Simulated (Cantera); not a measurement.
Input (Python, Cantera) and output of one run.

```python
import numpy as np
import cantera as ct

gas_names = [...]  # 123 gases of nasa_gas.yaml made of C, H, O, Si
cond_names = """
    C(gr) C6H6(L) C7H8(L) C8H18(L),n-octa H2O(s) H2O(L) Si(cr) Si(L) SiC(b) SiO2(Lqz) SiO2(hqz) SiO2(L)
""".split()


# ... load() reads the species with a 1 bar reference pressure and builds the phases ...
atoms = {
    'Si': {'Si': 1},
    'H2O': {'H': 2, 'O': 1},
    'CO': {'C': 1, 'O': 1},
}
top_T = {'C(gr)': 4500, 'SiC(b)': 3050}  # K; cautious upper limits of use, not melting points


# ... equilibrate(T, P, feed) seeds the gas with the atoms and calls Mixture.equilibrate('TP', solver="vcs", rtol=1e-11, max_steps=5000) ...
results = []
feed = {'Si': 1, 'H2O': 7.5, 'CO': 83}  # mol
T = 748  # K
P = 101325  # Pa
mix = equilibrate(T, P, feed)
results.append((T, P, feed, dict(zip(mix.species_names, mix.species_moles))))
x = sorted(zip(gas.X, gas.species_names), reverse=True)
print(f"T = {T:g} K  P = {P:g} Pa  gas = {mix.phase_moles(0):.4g} mol")
print("   x: " + "  ".join(f"{s} {v:.3e}" for v, s in x if v > 1e-05))
print("   condensed (mol): " + ("  ".join(f"{mix.phase(i).name} {mix.phase_moles(i):.4g}"
      for i in range(1, mix.n_phases) if mix.phase_moles(i) > 1e-12) or "none"))
```

Result:

```
T = 748 K  P = 101325 Pa  gas = 49.69 mol
   x: CO2 8.158e-01  H2O 1.128e-01  CO 3.665e-02  H2 3.150e-02  CH4 3.333e-03
   condensed (mol): C(gr) 40.48  SiO2(Lqz) 1
```

Cantera equilibrium calculation (NASA polynomials, part measured and part estimated; ideal gas, pure solids and liquids).
